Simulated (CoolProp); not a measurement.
The fluid at 293.15 K and 0.0657 MPa is throttled through a valve to 0.0292 MPa with no heat exchange. The same conditions are run with several fluids, on thermodynamics alone (safety and materials aside).

Values from CoolProp's reference Helmholtz-energy equation of state of each fluid (R1224YDZ: Akasaka 2023; propyne: Polt 1992; carbon dioxide: Span 1996; dry air: Lemmon 2000; propane: Lemmon 2009). The equations of Platzer and Polt are older, rougher fits. Blends and air are pseudo-pure fits.

Task: Rank R1224YDZ, propyne, carbon dioxide, dry air, propane by temperature change (K), highest first.

Result: dry air (-0.1), carbon dioxide (-0.4), propane (-0.7), propyne (-0.9), R1224YDZ (-1.5)

```csv
fluid,final density (kg/m³)
R1224YDZ,1.81
propyne,0.484
carbon dioxide,0.529
dry air,0.347
propane,0.532
```
